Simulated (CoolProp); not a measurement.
Vapour-liquid equilibrium of C2F6 (R116) (1) + R22 (2) at 1.76 bar; x and y are mole fractions of (1).

Values from CoolProp's multi-fluid Helmholtz-energy mixture model, Lemmon 2006 and Kamei 1995; pair parameters Bell 2016.

| x | bubble temperature, mixture model (°C) | bubble temperature, Raoult's law (°C) | y, mixture model | y, Raoult's law |
|---|---|---|---|---|
| 0.05 | -45.3 | -32.4 | 0.543 | 0.200 |
| 0.2 | -61.4 | -42.2 | 0.819 | 0.568 |
| 0.35 | -63.9 | -49.4 | 0.850 | 0.754 |
| 0.5 | -64.4 | -55.0 | 0.857 | 0.859 |
| 0.65 | -65.0 | -59.4 | 0.869 | 0.923 |
| 0.8 | -65.9 | -63.1 | 0.898 | 0.964 |
| 0.95 | -66.9 | -66.2 | 0.963 | 0.993 |

The largest gap from Raoult's law is -19.2 K in bubble temperature, at x = 0.2. No azeotrope shows between x = 0.05 and 0.95.

The pair parameters rest on a limited set of measurements; away from them the model extrapolates. With so large a gap from Raoult's law the liquid may split in two, which this calculation doesn't test in full.
